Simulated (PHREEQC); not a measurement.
Make-up at 25 °C: 0.0045 mol/kgw HF, 0.00021 mol/kgw (CH3)4NF and 0.0026 mol/kgw H2SiF6. Closed to the air; pH follows from the charge balance.

Model: ion-association model, wateq4f.dat, run in PHREEQC.

Each row changes one thing in this solution. No solid was allowed to form.

```json
[
 {"case": "as made", "pH": "2.29", "ionic strength (mol/kgw)": "0.00827", "HF (mol/kgw)": "0.00429", "F- (mol/kgw)": "0.000623", "H4SiO4 (mol/kgw)": "5.36e-5", "H2F2 (mol/kgw)": "4.81e-5", "SI of Quartz (SiO2)": "-0.29"},
 {"case": "temperature from 25 to 75 °C", "pH": "2.48", "ionic strength (mol/kgw)": "0.00527", "HF (mol/kgw)": "0.0106", "F- (mol/kgw)": "(withheld)", "H4SiO4 (mol/kgw)": "0.00114", "H2F2 (mol/kgw)": "(withheld)", "SI of Quartz (SiO2)": "+0.41"},
 {"case": "(CH3)4NF replaced by TMAH at the same molality", "pH": "2.30", "ionic strength (mol/kgw)": "(withheld)", "HF (mol/kgw)": "0.00416", "F- (mol/kgw)": "0.000608", "H4SiO4 (mol/kgw)": "6.33e-5", "H2F2 (mol/kgw)": "4.52e-5", "SI of Quartz (SiO2)": "-0.22"},
 {"case": "H2SiF6 from 0.0026 to 0.013 mol/kgw", "pH": "1.66", "ionic strength (mol/kgw)": "0.0382", "HF (mol/kgw)": "0.00630", "F- (mol/kgw)": "0.000233", "H4SiO4 (mol/kgw)": "0.000341", "H2F2 (mol/kgw)": "0.000104", "SI of Quartz (SiO2)": "+0.52"},
 {"case": "HF replaced by (NH4)2SiF6 at the same molality", "pH": "2.40", "ionic strength (mol/kgw)": "(withheld)", "HF (mol/kgw)": "0.00301", "F- (mol/kgw)": "0.000590", "H4SiO4 (mol/kgw)": "0.000575", "H2F2 (mol/kgw)": "2.38e-5", "SI of Quartz (SiO2)": "+0.74"}
]
```

Task: What belongs in the gaps?

Result: 
- temperature from 25 to 75 °C, F- (mol/kgw): 0.000865
- temperature from 25 to 75 °C, H2F2 (mol/kgw): 4.10e-5
- (CH3)4NF replaced by TMAH at the same molality, ionic strength (mol/kgw): 0.00823
- HF replaced by (NH4)2SiF6 at the same molality, ionic strength (mol/kgw): 0.0202

Complexes and solids missing from the database can't appear. Some of these states are supersaturated (in Quartz (slow to form), Chalcedony (slow to form), for instance). (CH3)4N+ isn't in the database: it is added as a free cation with an ion size of 4 Å. Away from 25 °C the constants follow the database's enthalpies or fits; those with neither stay at their 25 °C values. SiF6-2 is the database's only silicon fluoride.
